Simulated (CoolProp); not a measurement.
The numbers come from the reference Helmholtz-energy equation of state, Schmidt 1985 in CoolProp.

Question: Give the vapour pressure (kPa), vapour density (kg/m³), surface tension (mN/m), liquid viscosity (µPa s) of saturated oxygen at -148.85 °C.

Answer: 
```tsv
T (°C)	p (kPa)	vapour density (kg/m³)	surface tension (mN/m)	liquid viscosity (µPa s)
-148.85	1300	50.1	5.22	88.5
```

Viscosity comes from a separate model (Lemmon 2004). Surface tension comes from a separate correlation (Mulero 2012).
